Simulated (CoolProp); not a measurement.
Hexamethyldisiloxane (MM) along the isotherm 620 K: fugacity coefficient from the reference equation and from simpler models built on Tc = 518.7 K, pc = 1.931 MPa, ω = 0.418; each cubic takes its own stable root.

Model: reference Helmholtz-energy equation of state, Thol 2016, in CoolProp.

| p (MPa) | phase | reference | van der Waals | Redlich-Kwong | Soave-Redlich-Kwong | Peng-Robinson |
|---|---|---|---|---|---|---|
| 0.107 | gas | 0.9897 | 0.9895 | 0.9889 | 0.9907 | 0.9890 |
| 0.215 | gas | 0.9795 | 0.9788 | 0.9778 | 0.9814 | 0.9780 |
| 0.322 | gas | 0.9693 | ? | 0.9668 | ? | 0.9673 |
| 0.429 | gas | 0.9593 | ? | 0.9559 | 0.9632 | ? |
| 0.536 | gas | 0.9493 | 0.9475 | 0.9451 | 0.9542 | 0.9461 |
| 0.644 | gas | 0.9394 | 0.9370 | 0.9343 | 0.9452 | 0.9356 |
| 0.751 | gas | ? | ? | 0.9236 | ? | 0.9253 |
| 0.858 | gas | 0.9199 | 0.9163 | 0.9130 | 0.9276 | 0.9151 |
| 0.966 | gas | ? | 0.9059 | 0.9024 | 0.9188 | 0.9050 |

Fill in the missing entries.


- 0.322, van der Waals: 0.9683
- 0.322, Soave-Redlich-Kwong: 0.9723
- 0.429, van der Waals: 0.9579
- 0.429, Peng-Robinson: 0.9566
- 0.751, reference: 0.9296
- 0.751, van der Waals: 0.9266
- 0.751, Soave-Redlich-Kwong: 0.9364
- 0.966, reference: 0.9101
